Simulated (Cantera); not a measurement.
Feed: 1 mol H2O, 0.047 mol H2, 3.9 mol O2, equilibrated at 0.100 bar.

Cantera equilibrium calculation (NASA polynomials, part measured and part estimated; ideal gas, pure solids and liquids). Candidate condensed phases: H2O; 9 gas species. Kinetics and transport are ignored.

Problem. At 1848 K, list the 6 most abundant gas species with their mole fractions, and the condensed phases.

Solution. O2 0.785, H2O 0.211, OH 0.00328, O 0.000531, H2 6.26e-5, H 1.33e-5. Condensed: gas only.
